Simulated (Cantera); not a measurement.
Charge: 1 mol SiCl4, a varied amount of O3, 8.8 mol H2, at 1948 K and 1000 Pa.

These are equilibrium values from Cantera (NASA tables, ideal gas, pure condensed phases), not measurements of a reactor. Candidate condensed phases: H2O, Si, SiO2; 30 gas species. The tables' values for SiCl3, SiCl are old estimates; treat these amounts as uncertain. Rates play no part.

Task: At 0.28 mol O3, list the 6 most abundant gas species with their mole fractions, and the condensed phases.

Result: H2 0.592, HCl 0.311, SiO 0.0717, SiCl2 0.0133, H 0.00869, Cl 0.00342. Condensed: gas only.
